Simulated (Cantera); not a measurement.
Thermodynamics of carbothermic reduction, feed Cu₂O + C + H₂

A closed system holds: 1 mol Cu₂O, 2.4 mol C, 3.3 mol H₂, at 19.0 Pa.

These are equilibrium values from Cantera (NASA tables, ideal gas, pure condensed phases), not measurements of a reactor. Candidate condensed phases: C, C₆H₆, C₇H₈, C₈H₁₈, Cu, CuO, Cu(OH)₂, Cu₂O, H₂O; 113 gas species. Equilibrium is a limit: real reactors are often held back by kinetics, nucleation or transport.

From 927 °C to 1027 °C the condensed part is C(graphite) + Cu(s). From 1127 °C to 1327 °C the condensed part is C(graphite) + Cu(l). From 1427 °C to 2027 °C the condensed part is C(graphite). The main Cu-bearing gas is Cu throughout.

```csv
T (°C),x H₂,x H,x Cu,x CO,x C₂H₂ (acetylene),x Cu₂,x C₃,x C₂H,n C(graphite),n Cu(s),n Cu(l)
927,0.767,1.25e-5,6.46e-5,0.233,7.88e-8,1.84e-9,<1e-12,<1e-12,1.40,2.00,0
1027,0.767,7.03e-5,0.000830,0.232,4.42e-7,6.82e-8,<1e-12,<1e-12,1.40,2.00,0
1127,0.762,0.000308,0.00710,0.231,1.92e-6,1.39e-6,<1e-12,<1e-12,1.40,0,1.97
1227,0.733,0.00109,0.0433,0.222,6.62e-6,1.70e-5,<1e-12,1.86e-11,1.40,0,1.81
1327,0.604,0.00307,0.209,0.184,1.66e-5,0.000150,<1e-12,2.83e-10,1.40,0,0.858
1427,0.518,0.00769,0.316,0.158,3.80e-5,0.000144,2.36e-11,3.16e-9,1.40,0,0
1527,0.510,0.0185,0.314,0.157,8.94e-5,6.65e-5,6.03e-10,2.85e-8,1.40,0,0
1627,0.493,0.0404,0.311,0.156,0.000188,3.28e-5,1.09e-8,2.02e-7,1.40,0,0
1727,0.462,0.0802,0.305,0.152,0.000355,1.69e-5,1.46e-7,1.15e-6,1.40,0,0
1827,0.413,0.145,0.294,0.147,0.000596,9.02e-6,1.52e-6,5.42e-6,1.39,0,0
1927,0.341,0.239,0.280,0.140,0.000874,4.88e-6,1.27e-5,2.12e-5,1.39,0,0
2027,0.253,0.353,0.261,0.131,0.00109,2.67e-6,8.80e-5,6.90e-5,1.38,0,0
```
x: gas mole fraction; n: condensed amount in mol.
